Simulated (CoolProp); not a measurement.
A closed Brayton cycle with carbon dioxide: compressor inlet 310.15 K and 8.4 MPa, high pressure 18.2 MPa, turbine inlet 760 K, compressor efficiency 0.85, turbine efficiency 0.85, recuperator effectiveness 0.9 (on enthalpy, no pinch check). Each further row changes one setting.

Model: reference Helmholtz-energy equation of state, Span 1996, in CoolProp.

```csv
case,thermal efficiency (%),net work (kJ/kg),compressor to turbine work,compressor exit (K),turbine exit (K)
as stated,28.3,67.6,0.24,346.0,675.9
turbine inlet 710 K,26.9,60.8,0.26,346.0,628.9
compressor inlet 320.15 K,27.8,54.6,0.39,380.0,675.9
high pressure 15.5 MPa,25.7,55.5,0.22,338.4,693.1
recuperator effectiveness 0.5,17.1,67.6,0.24,346.0,675.9
```
